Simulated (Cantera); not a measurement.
# Reactions in the system C-F-Pb

Standard-state values (1 bar) from the NASA 1993 polynomials, evaluated with Cantera. Values are per mole of reaction as written; species without (g) are pure solids or liquids, kept so even where they would boil at 1 bar.

CF2(g) + Pb(g) = C + PbF2

| T (K) | ΔH° (kJ) | ΔS° (J/K) | ΔG° (kJ) | log10 K | condensed phases |
|---|---|---|---|---|---|
| 750 | -669.3 | -260.3 | -474.2 | 33.02 | C(graphite), PbF2(s) |
| 825 | -664.6 | -254.2 | -454.9 | 28.80 | C(graphite), PbF2(s) |
| 900 | -661.4 | -250.5 | -436.0 | 25.30 | C(graphite), PbF2(s) |
| 975 | -658.7 | -247.6 | -417.3 | 22.36 | C(graphite), PbF2(s) |
| 1050 | -656.3 | -245.2 | -398.8 | 19.84 | C(graphite), PbF2(s) |
| 1125 | -638.8 | -229.3 | -380.8 | 17.68 | C(graphite), PbF2(l) |
| 1200 | -634.6 | -225.7 | -363.7 | 15.83 | C(graphite), PbF2(l) |
| 1275 | -630.4 | -222.3 | -346.9 | 14.21 | C(graphite), PbF2(l) |

PbF2 + 2 CF3(g) = Pb(g) + 2 CF4(g)

| T (K) | ΔH° (kJ) | ΔS° (J/K) | ΔG° (kJ) | log10 K | condensed phases |
|---|---|---|---|---|---|
| 750 | -73.1 | 19.2 | -87.4 | 6.09 | PbF2(s) |
| 825 | -77.0 | 14.1 | -88.7 | 5.61 | PbF2(s) |
| 900 | -79.5 | 11.2 | -89.6 | 5.20 | PbF2(s) |
| 975 | -81.3 | 9.3 | -90.4 | 4.84 | PbF2(s) |
| 1050 | -82.8 | 7.8 | -91.0 | 4.53 | PbF2(s) |
| 1125 | -99.3 | -7.2 | -91.2 | 4.24 | PbF2(l) |
| 1200 | -102.5 | -9.9 | -90.6 | 3.94 | PbF2(l) |
| 1275 | -105.7 | -12.5 | -89.8 | 3.68 | PbF2(l) |
